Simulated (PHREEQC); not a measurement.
A column of 0.1 m (40 cells, dispersivity 0.0035 m, 300 s a shift, diffusion coefficient 3e-10 m²/s) holds 0.0055 eq of the database's cation exchanger X per kg of pore water, first in equilibrium with 0.031 mol ZnSO4, 0.08 mol Na2SO4 and 1e-05 mol HCl per kg of water. It is flushed with 0.0055 mol/kgw KCl, 0.00035 mol/kgw MgCl2 and 1e-05 mol/kgw HCl, at 25 °C. Values are for the last cell. The system is closed to CO2. Nothing may precipitate in this run.

Computed with PHREEQC (ion-association model, phreeqc.dat).

Q: Predict K in solution (mol/kgw), S in solution (mol/kgw), Mg in solution (mol/kgw), Na in solution (mol/kgw) at pore volumes = 0.5125, 3.013, 3.513.

A: 
```
pore volumes  K in solution (mol/kgw)  S in solution (mol/kgw)  Mg in solution (mol/kgw)  Na in solution (mol/kgw)
------------  -----------------------  -----------------------  ------------------------  ------------------------
0.5125                        1.66e-5                    0.110                   1.33e-6                     0.159
3.013                         0.00523                  3.72e-7                   7.42e-5                   2.02e-6
3.513                         0.00532                  1.22e-8                  0.000104                   1.00e-7
```

Complexes and solids missing from the database can't appear.
